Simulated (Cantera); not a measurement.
## Pyrogenic steam for wet oxidation

A perfectly stirred reactor is fed with H₂ : O₂ : N₂ = 1.7 : 1 : 1.9 (molar parts), equivalence ratio 0.85, at 0.987 atm; it is held at 1075 K, and followed from long to short residence time.

Model: the H2/O2 subset of GRI-Mech 3.0, which has no nitrogen chemistry, integrated in Cantera. The temperature is held fixed by assumption; the heat of reaction is taken as removed at once.

| τ (s) | x H₂ | x O₂ | x H₂O₂ | x OH | x O |
|---|---|---|---|---|---|
| 0.35 | 0.0261 | 0.0524 | 8.74e-5 | 2.71e-6 | 1.56e-6 |
| 0.24 | 0.0340 | 0.0562 | 0.000110 | 2.93e-6 | 1.83e-6 |
| 0.17 | 0.0426 | 0.0603 | 0.000134 | 3.18e-6 | 2.12e-6 |
| 0.12 | 0.0525 | 0.0651 | 0.000161 | 3.50e-6 | 2.48e-6 |
| 0.082 | 0.0645 | 0.0708 | 0.000191 | 3.98e-6 | 2.98e-6 |
| 0.057 | 0.0763 | 0.0764 | 0.000217 | 4.61e-6 | 3.61e-6 |
| 0.040 | 0.0874 | 0.0817 | 0.000235 | 5.48e-6 | 4.45e-6 |
| 0.028 | 0.0974 | 0.0865 | 0.000244 | 6.74e-6 | 5.63e-6 |
| 0.019 | 0.106 | 0.0907 | 0.000237 | 8.80e-6 | 7.51e-6 |
| 0.013 | 0.112 | 0.0935 | 0.000215 | 1.19e-5 | 1.03e-5 |
| 0.0094 | 0.115 | 0.0950 | 0.000188 | 1.58e-5 | 1.37e-5 |
x: mole fraction; the columns are a selection and need not sum to one.
